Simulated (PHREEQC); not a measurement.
Model water analysis in mg/L, 60 °C, pH 5.72, pe 1.8:

| constituent | mg/L |
|---|---|
| Na | 0.124 |
| K | 0.000314 |
| Ca | 0.0629 |
| Mg | 0.0128 |
| Cl | 0.124 |
| S(6) as SO4 | 0.089 |
| Alkalinity as HCO3 | 0.235 |
| F | 0.000195 |

Na is adjusted to close the charge balance.
Valence states are taken as typed.

Equilibrium calculation in PHREEQC: ion-association model, phreeqc.dat.

This is a speciation only: nothing precipitates in the calculation.

Task: What ionic strength does the model give?

Result: ionic strength 1.42e-5 mol/kgw.

Task: In which forms is C present?

Result: CO2 79 %, HCO3- 21 % of the C.

Species that the database lacks are ignored. Away from 25 °C the constants follow the database's enthalpies or fits; those with neither stay at their 25 °C values.
